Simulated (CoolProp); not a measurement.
Vapour-liquid equilibrium of R114 (1) + R113 (2) at 384 K; x and y are mole fractions of (1).

Computed with CoolProp (multi-fluid Helmholtz-energy mixture model, Platzer 1990 and Marx 1992; pair parameters Bell 2016). This equation is an older, rougher fit; its heat capacities, sound speeds and derivatives of the liquid may be far off and weren't checked against measurements.

Question: Give the bubble pressure and the first vapour's composition at x = 0.15, 0.35, 0.75. Is there an azeotrope?

Answer: x = 0.15: 717.0 kPa, y = 0.306; x = 0.35: 938.4 kPa, y = 0.566; x = 0.75: 1415 kPa, y = 0.867. No azeotrope shows between x = 0.05 and 0.95.

The pair parameters rest on a limited set of measurements; away from them the model extrapolates.
